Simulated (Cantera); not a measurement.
## Ignition delay

Mixture: CH4 : CO : O2 : N2 : CO2 = 1 : 0.32 : 1.03 : 3.87 : 0.19 (molar parts), equivalence ratio 2.1, at 12000 Torr, adiabatic and at constant pressure. Ignition delay is the time to a rise of 400 K.

Detailed kinetics in Cantera: GRI-Mech 3.0 (53 species, 325 reactions). The pressure lies above the range GRI-Mech 3.0 was tuned for (to about 10 atm).

```json
[
 {"T0 (K)": "1075", "delay (ms)": "50.7"},
 {"T0 (K)": "1125", "delay (ms)": "22.6"},
 {"T0 (K)": "1175", "delay (ms)": "10.8"},
 {"T0 (K)": "1225", "delay (ms)": "5.40"},
 {"T0 (K)": "1275", "delay (ms)": "2.82"},
 {"T0 (K)": "1325", "delay (ms)": "1.53"},
 {"T0 (K)": "1375", "delay (ms)": "0.858"},
 {"T0 (K)": "1425", "delay (ms)": "0.493"},
 {"T0 (K)": "1475", "delay (ms)": "0.289"}
]
```

```json
{
 "apparent activation energy between 1375 and 1475 K": "180 kJ/mol"
}
```
